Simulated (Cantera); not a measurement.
A perfectly stirred reactor is fed with CH4 : O2 : N2 = 1 : 2.9 : 26.4 (molar parts), equivalence ratio 0.69, at 0.240 bar; it is adiabatic with a 700 K inlet, and is followed from long to short residence time, starting on the burning branch (τ in s: 0.04, 0.016, 0.0062, 0.0024, 0.00097, 0.00038, 0.00015, 6e-05, 2.4e-05, 9.4e-06, 3.7e-06).

Computed with Cantera and GRI-Mech 3.0 (53 species, 325 reactions).

Task: Predict: blow-out, bracketed by the residence times tried; x(CH4) at τ = 40.0 ms; x(O2) at τ = 40.0 ms; x(H) at τ = 40.0 ms; x(H2O) at τ = 40.0 ms; x(NO) at τ = 40.0 ms; x(CH4) at τ = 0.380 ms; x(O2) at τ = 0.380 ms.

Result: 
* **blow-out, bracketed by the residence times tried**: burning at 2.40 ms, out at 0.970 ms
* **x(CH4) at τ = 40.0 ms**: 5.88e-5
* **x(O2) at τ = 40.0 ms**: 0.0306
* **x(H) at τ = 40.0 ms**: 0.000585
* **x(H2O) at τ = 40.0 ms**: 0.0640
* **x(NO) at τ = 40.0 ms**: 3.50e-6
* **x(CH4) at τ = 0.380 ms**: 0.0330
* **x(O2) at τ = 0.380 ms**: 0.0957
